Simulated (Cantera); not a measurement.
An isothermal, constant-pressure homogeneous reactor starts with NO : N2 = 1 : 6.6 (molar parts), at 1875 K and 8400 Pa.

Detailed kinetics in Cantera: GRI-Mech 3.0 (53 species, 325 reactions).

x: mole fraction; the columns are a selection and need not sum to one.

| t (s) | x NO | x N2O | x O | x N2 | x NO2 | x O2 |
|---|---|---|---|---|---|---|
| 9.00e-6 | 0.132 | 5.77e-9 | 5.77e-9 | 0.868 | 2.57e-12 | <1e-12 |
| 2.69e-5 | 0.132 | 1.72e-8 | 1.72e-8 | 0.868 | 2.29e-11 | 2.05e-12 |
| 8.02e-5 | 0.132 | 5.13e-8 | 5.14e-8 | 0.868 | 2.02e-10 | 1.83e-11 |
| 0.000239 | 0.132 | 1.52e-7 | 1.53e-7 | 0.868 | 1.74e-9 | 1.62e-10 |
| 0.000714 | 0.132 | 4.44e-7 | 4.57e-7 | 0.868 | 1.44e-8 | 1.44e-9 |
| 0.00213 | 0.132 | 1.25e-6 | 1.38e-6 | 0.868 | 1.06e-7 | 1.31e-8 |
| 0.00636 | 0.132 | 3.14e-6 | 4.37e-6 | 0.868 | 6.15e-7 | 1.30e-7 |
| 0.0190 | 0.132 | ? | ? | 0.868 | ? | ? |
| 0.0566 | 0.131 | 7.26e-6 | 3.45e-5 | 0.868 | 6.28e-6 | 2.20e-5 |
| 0.169 | 0.131 | 7.23e-6 | 4.02e-5 | 0.869 | 7.27e-6 | 0.000128 |
| 0.504 | 0.131 | 7.14e-6 | 4.30e-5 | 0.869 | 7.85e-6 | ? |
| 1.50 | 0.129 | 6.88e-6 | 5.07e-5 | 0.870 | 9.37e-6 | 0.00147 |
| 4.49 | 0.122 | 6.12e-6 | 6.94e-5 | 0.873 | 1.27e-5 | 0.00467 |
| 13.4 | 0.102 | 4.18e-6 | 0.000108 | 0.883 | 1.72e-5 | 0.0146 |
| 40.0 | 0.0548 | 1.18e-6 | 0.000166 | 0.907 | 1.46e-5 | 0.0383 |

Q: What belongs in the gaps?

A: 
- 0.0190, x N2O: 5.99e-6
- 0.0190, x O: 1.47e-5
- 0.0190, x NO2: 2.62e-6
- 0.0190, x O2: 1.68e-6
- 0.504, x O2: 0.000458
